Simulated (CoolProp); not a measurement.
Saturation properties of propylene.

The numbers come from the reference Helmholtz-energy equation of state, Lemmon 2013 in CoolProp.

| T (°C) | p (MPa) | liquid density (kg/m³) | liquid cp (kJ/(kg K)) | liquid conductivity (mW/(m K)) |
|---|---|---|---|---|
| -11.55 | 0.4071 | 562.7 | 2.363 | 129 |
| -9.15 | 0.4400 | 559.4 | 2.378 | 128 |
| -6.75 | 0.4749 | 556.0 | 2.394 | 127 |
| -4.35 | 0.5118 | 552.5 | 2.410 | 126 |
| -1.95 | 0.5508 | 549.0 | 2.427 | 125 |
| 0.45 | 0.5920 | 545.5 | 2.444 | 123 |
| 2.85 | 0.6354 | 541.9 | 2.462 | 122 |
| 5.25 | 0.6811 | 538.2 | 2.481 | 121 |
| 7.65 | 0.7291 | 534.6 | 2.500 | 120 |
| 10.05 | 0.7797 | 530.8 | 2.520 | 119 |
| 12.45 | 0.8327 | 527.1 | 2.541 | 118 |
| 14.85 | 0.8884 | 523.2 | 2.563 | 116 |
| 17.25 | 0.9468 | 519.3 | 2.587 | 115 |
| 19.65 | 1.008 | 515.4 | 2.611 | 114 |
| 22.15 | 1.075 | 511.2 | 2.637 | 113 |

It boils at -47.6 °C under 1 atm.

Thermal conductivity comes from a separate model (Huber 2003), an estimate that may be off by 10 % or more.
